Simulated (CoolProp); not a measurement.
Vapour-liquid equilibrium of ethanol (1) + n-heptane (2) at 416.2 K; x and y are mole fractions of (1).

Computed with CoolProp (multi-fluid Helmholtz-energy mixture model, Schroeder 2014 and Span 2003; pair parameters Bell 2016).

```
x      bubble pressure (kPa)  y at the bubble point  dew pressure at overall composition x (kPa)  liquid density (mol/L)
-----  ---------------------  ---------------------  -------------------------------------------  ----------------------
0.05                   450.4                  0.291                                        337.3                   5.825
0.125                  583.2                  0.465                                        366.5                   6.072
0.2                    665.7                  0.544                                        400.6                   6.351
0.275                  718.2                  0.590                                        440.8                   6.670
0.35                   753.3                  0.622                                        488.9                   7.038
0.425                  778.8                  0.647                                        547.2                   7.465
0.5                    798.9                  0.671                                        617.9                   7.961
0.575                  815.6                  0.697                                        700.6                   8.540
0.65                   829.3                  0.726                                        781.2                   9.216
0.725                  839.5                  0.762                                        828.9                   10.01
0.8                    844.9                  0.807                                        844.5                   10.94
0.875                  843.5                  0.865                                        842.5                   12.03
0.95                   833.1                  0.939                                        831.2                   13.33
```

y crosses x between x = 0.8 and 0.875: the model has an azeotrope there.

The pair parameters rest on a limited set of measurements; away from them the model extrapolates. With so large a gap from Raoult's law the liquid may split in two, which this calculation doesn't test in full.
